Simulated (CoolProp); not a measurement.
A simple Rankine cycle with R227EA: condensing at 295.15 K, boiler at 1.34 MPa, turbine inlet 474 K, turbine efficiency 0.6, pump efficiency 0.8, no recuperator. Each further row changes one setting.

Model: reference Helmholtz-energy equation of state, Lemmon 2016, in CoolProp.

```
case                             thermal efficiency (%)  net work (kJ/kg)  heat in (kJ/kg)  turbine exit temperature (K)  volume ratio over the turbine
-------------------------------  ----------------------  ----------------  ---------------  ----------------------------  -----------------------------
as stated                                             …              14.3              278                         455.1                              …
condensing temperature 287.15 K                     6.1              17.5              287                         451.4                           4.19
boiler pressure 0.938 MPa                           3.7                 …                …                             …                           2.26
turbine efficiency 0.5                                …              11.8              278                             …                              …
```

### Question
Complete the blanks.

### Answer

- as stated, thermal efficiency (%): 5.1
- as stated, volume ratio over the turbine: 3.25
- boiler pressure 0.938 MPa, net work (kJ/kg): 10.3
- boiler pressure 0.938 MPa, heat in (kJ/kg): 280
- boiler pressure 0.938 MPa, turbine exit temperature (K): 461.2
- turbine efficiency 0.5, thermal efficiency (%): 4.2
- turbine efficiency 0.5, turbine exit temperature (K): 457.5
- turbine efficiency 0.5, volume ratio over the turbine: 3.26
